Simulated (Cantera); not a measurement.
A closed system holds: 1 mol TiO2, 0.45 mol C, 2.9 mol H2, held at 1477 °C and 0.0133 bar.

Method: chemical equilibrium by Gibbs-energy minimisation in Cantera with the NASA 1993 tables (ideal gas, pure condensed phases). Candidate condensed phases: C, C6H6, C7H8, C8H18, H2O, Ti, TiC, TiO, TiO2, Ti2O3, Ti3O5, Ti4O7; 113 gas species. Mutual solubility and eutectic melting of coexisting phases are not modelled. The numbers say what is thermodynamically allowed, not how fast it happens.

Base state: H2 0.863, CO 0.134, H 0.00187, H2O 0.00112, CO2 4.81e-5 (mole fractions); condensed: Ti2O3(s) + Ti3O5(s).

Problem. What changes in the equilibrium state with this change: pressure from 0.0133 bar to 0.0520 bar?

Solution. 
| species | before | after |
|---|---|---|
| H2 | 0.863 | 0.864 |
| CO | 0.134 | 0.134 |
| H2O | 0.00112 | 0.00112 |
| H | 0.00187 | 0.000948 |
| CO2 | 4.81e-5 | 4.82e-5 |
| Ti2O3(s), mol | 0.362 | 0.362 |
| Ti3O5(s), mol | 0.0922 | 0.0922 |
